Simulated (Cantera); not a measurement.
Feed: 1 mol Si, 0.43 mol H2O, 3.5 mol CO, held at 800 K and 1.33 mbar.

These are equilibrium values from Cantera (NASA tables, ideal gas, pure condensed phases), not measurements of a reactor. Candidate condensed phases: C, C6H6, C7H8, C8H18, H2O, Si, SiC, SiO2; 123 gas species. The numbers say what is thermodynamically allowed, not how fast it happens.

Base state: CO 0.733, H2 0.191, CO2 0.0708, H2O 0.00438, CH4 6.57e-5 (mole fractions); condensed: C(graphite) + SiO2(α-quartz).

### Question
What changes in the equilibrium state with this change: temperature from 800 K to 1625 K?

### Answer
```csv
species,before,after
CO,0.733,0.737
SiO,<1e-9,0.164
H2,0.191,0.0983
CO2,0.0708,1.46e-6
H,<1e-9,0.000606
CH4,6.57e-5,2.26e-9
"C(graphite), mol",1.73,0
"SiO2(α-quartz), mol",1.00,0
"SiC(s), mol",0,0.285
```
